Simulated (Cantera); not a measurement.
Feed: 1 mol Zr, 23 mol H2O, 5.8 mol H2, at 100 Torr.

Method: chemical equilibrium by Gibbs-energy minimisation in Cantera with the NASA 1993 tables (ideal gas, pure condensed phases). Candidate condensed phases: H2O, Zr, ZrO2; 12 gas species. Equilibrium is a limit: real reactors are often held back by kinetics, nucleation or transport.

Task: At 2127 °C, list the 4 most abundant gas species with their mole fractions, and the condensed phases.

Result: H2O 0.703, H2 0.262, H 0.0223, OH 0.0110. Condensed: ZrO2(tetragonal).
